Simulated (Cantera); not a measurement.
Feed: 1 mol Si3N4, 0.0058 mol C, 0.52 mol H2, at 7.50 Pa.

Equilibrium computed with Cantera from the NASA thermochemical tables; the gas is ideal and each condensed phase is pure. Candidate condensed phases: C, C6H6, C7H8, C8H18, Si, SiC, Si3N4; 105 gas species. Mutual solubility and eutectic melting of coexisting phases are not modelled. The tables' values for SiN are old estimates; treat these amounts as uncertain. Equilibrium is a limit: real reactors are often held back by kinetics, nucleation or transport.

x: gas mole fraction; n: condensed amount in mol.

| T (K) | x N2 | x Si | x H2 | x H | x Si2 | n Si(s) | n SiC(s) | n Si(l) |
|---|---|---|---|---|---|---|---|---|
| 1648 | 0.789 | 0.00343 | 0.203 | 0.00463 | 1.14e-5 | 2.99 | 0.00573 | 0 |
| 1748 | 0.773 | … | 0.195 | … | … | 0 | 0.00531 | 2.94 |
| 1848 | 0.715 | 0.0836 | 0.173 | 0.0255 | 0.000582 | 0 | 0.00237 | 2.75 |
| 1948 | 0.525 | 0.310 | 0.114 | 0.0441 | 0.00282 | 0 | 0 | 1.77 |
| 2048 | 0.353 | 0.518 | 0.0598 | 0.0632 | 0.00309 | 0 | 0 | 0 |
| 2148 | 0.345 | 0.513 | … | … | … | 0 | 0 | 0 |
| 2248 | 0.339 | 0.506 | 0.0233 | 0.130 | 0.000579 | 0 | 0 | 0 |
| 2348 | 0.335 | 0.501 | 0.0113 | 0.151 | 0.000279 | 0 | 0 | 0 |
| 2448 | 0.333 | 0.498 | 0.00502 | 0.163 | 0.000144 | 0 | 0 | 0 |

Q: Fill in the missing entries.

A: 
- 1748, x Si: 0.0194
- 1748, x H: 0.0117
- 1748, x Si2: 9.97e-5
- 2148, x H2: 0.0409
- 2148, x H: 0.0974
- 2148, x Si2: 0.00129
